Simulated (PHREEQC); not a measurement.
Hard or scaling water: speciation

Make-up at 85 °C: 0.0052 mol MgCl2, 0.00037 mol CO2 and 0.0057 mol NaCl per kg of water. Closed to the air; pH follows from the charge balance.

Equilibrium calculation in PHREEQC: ion-association model, phreeqc.dat.

This is a speciation only: nothing precipitates in the calculation.

Question: What pH does the model give?

Answer: pH 4.88.

Question: In which forms is C present?

Answer: CO2 96 %, HCO3- 3.8 % of the C.

Constants without temperature data keep their 25 °C values here.
